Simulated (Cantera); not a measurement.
Reactions in the system C-F-Pb

Cantera with NASA thermochemical tables; ideal gases at 1 bar, condensed phases pure. Values are per mole of reaction as written; species without (g) are pure solids or liquids, kept so even where they would boil at 1 bar.

2 PbF2 + C = CF4(g) + 2 Pb

```json
[
 {"T (K)": "300", "ΔH° (kJ)": "420.7", "ΔS° (J/K)": "159.1", "ΔG° (kJ)": "373.0", "log10 K": "-64.95", "condensed phases": "PbF2(s), C(graphite), Pb(s)"},
 {"T (K)": "2048", "ΔH° (kJ)": "271.6", "ΔS° (J/K)": "17.1", "ΔG° (kJ)": "236.6", "log10 K": "-6.03", "condensed phases": "PbF2(l), C(graphite), Pb(l)"},
 {"T (K)": "2073", "ΔH° (kJ)": "269.6", "ΔS° (J/K)": "16.1", "ΔG° (kJ)": "236.2", "log10 K": "-5.95", "condensed phases": "PbF2(l), C(graphite), Pb(l)"},
 {"T (K)": "2098", "ΔH° (kJ)": "267.6", "ΔS° (J/K)": "15.2", "ΔG° (kJ)": "235.8", "log10 K": "-5.87", "condensed phases": "PbF2(l), C(graphite), Pb(l)"},
 {"T (K)": "2123", "ΔH° (kJ)": "265.6", "ΔS° (J/K)": "14.2", "ΔG° (kJ)": "235.4", "log10 K": "-5.79", "condensed phases": "PbF2(l), C(graphite), Pb(l)"},
 {"T (K)": "2148", "ΔH° (kJ)": "263.6", "ΔS° (J/K)": "13.3", "ΔG° (kJ)": "235.1", "log10 K": "-5.72", "condensed phases": "PbF2(l), C(graphite), Pb(l)"},
 {"T (K)": "2173", "ΔH° (kJ)": "261.6", "ΔS° (J/K)": "12.4", "ΔG° (kJ)": "234.8", "log10 K": "-5.64", "condensed phases": "PbF2(l), C(graphite), Pb(l)"},
 {"T (K)": "2198", "ΔH° (kJ)": "259.6", "ΔS° (J/K)": "11.4", "ΔG° (kJ)": "234.5", "log10 K": "-5.57", "condensed phases": "PbF2(l), C(graphite), Pb(l)"},
 {"T (K)": "2223", "ΔH° (kJ)": "257.6", "ΔS° (J/K)": "10.5", "ΔG° (kJ)": "234.2", "log10 K": "-5.50", "condensed phases": "PbF2(l), C(graphite), Pb(l)"},
 {"T (K)": "2248", "ΔH° (kJ)": "255.6", "ΔS° (J/K)": "9.6", "ΔG° (kJ)": "233.9", "log10 K": "-5.44", "condensed phases": "PbF2(l), C(graphite), Pb(l)"}
]
```
